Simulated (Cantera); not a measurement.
Premixed flame

A freely propagating, adiabatic, planar premixed flame of 54.1 % H₂, 9.68 % O₂, 36.3 % N₂, unburnt at 700 K and 10.0 bar; mixture-averaged transport, grid criteria slope 0.08 and curve 0.16, no radiation.

Detailed kinetics in Cantera: the H2/O2 subset of GRI-Mech 3.0, which has no nitrogen chemistry. The hydrogen kinetics of GRI-Mech 3.0 are dated; newer H2 mechanisms differ, most at raised pressure. Burning velocities carry a grid error of a few per cent, more on coarse grids.

```
z (mm)    T (K)  u (m/s)   x H₂      x O₂   x H₂O₂       x O       x H      x OH
--------  -----  -------  -----  --------  -------  --------  --------  --------
-0.0849     700     9.80  0.541    0.0968    <1e-8     <1e-8     <1e-8     <1e-8
-0.0566     700     9.80  0.541    0.0968    <1e-8     <1e-8     <1e-8     <1e-8
-0.0424     700     9.80  0.540    0.0968    <1e-8     <1e-8     <1e-8     <1e-8
-0.0283     703     9.82  0.540    0.0969  1.54e-7   3.23e-8   1.07e-7     <1e-8
-0.0141     790     10.8  0.527    0.0968  2.61e-5   1.89e-5  0.000280   8.37e-5
-0.00707   1063     14.1  0.494    0.0871  5.90e-5  0.000226   0.00429  0.000584
0          1416     18.5  0.440    0.0599  2.07e-5  0.000839    0.0174   0.00122
0.00707    1665     21.6  0.393    0.0288  4.22e-6  0.000930    0.0313   0.00176
0.0141     1798     23.2  0.370    0.0112  2.02e-6  0.000545    0.0371   0.00185
0.0283     1908     24.5  0.361   0.00173  6.40e-7  0.000184    0.0349   0.00175
0.0566     1992     25.5  0.365  0.000115  1.94e-7   7.88e-5    0.0259   0.00147
0.113      2059     26.2  0.371   1.13e-5  8.12e-8   3.46e-5    0.0168   0.00106
0.226      2106     26.7  0.376   3.57e-6  3.31e-8   1.27e-5   0.00994  0.000675
```
x: mole fraction of selected species; z is measured from the peak of heat release.

The laminar burning velocity is 980 cm/s and the thermal thickness is 0.0283 mm. The peak x(H₂O₂) comes out as 5.95e-5 and the peak x(O) is 0.001000. The peak x(H) comes out as 0.0375. The peak x(OH) is 0.00185.
